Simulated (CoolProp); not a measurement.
Vapour-liquid equilibrium of R141b (1) + n-pentane (2) at 234.6 K; x and y are mole fractions of (1).

The numbers come from the multi-fluid Helmholtz-energy mixture model, Lemmon 2006 and Thol 2019; pair parameters Bell 2016 in CoolProp.

```csv
x,"bubble pressure, mixture model (MPa)","bubble pressure, Raoult's law (MPa)","y, mixture model","y, Raoult's law"
0.05,0.003172,0.003014,0.102,0.057
0.2,?,0.003077,0.296,0.222
0.35,?,0.003141,0.420,0.381
0.5,0.003757,0.003205,0.523,0.533
0.65,0.003757,0.003268,?,0.680
0.8,?,0.003332,0.757,0.820
0.95,?,0.003396,0.928,0.956
```

Task: What belongs in the gaps?

Result: 
- 0.2, bubble pressure, mixture model (MPa): 0.003514
- 0.35, bubble pressure, mixture model (MPa): 0.003684
- 0.65, y, mixture model: 0.630
- 0.8, bubble pressure, mixture model (MPa): 0.003678
- 0.95, bubble pressure, mixture model (MPa): 0.003502

The largest gap from Raoult's law is +17.3 % in bubble pressure, at x = 0.35. y crosses x between x = 0.5 and 0.65: the model has an azeotrope there.

Pair parameters are fitted to limited data, so mixtures are less certain than the pure fluids.
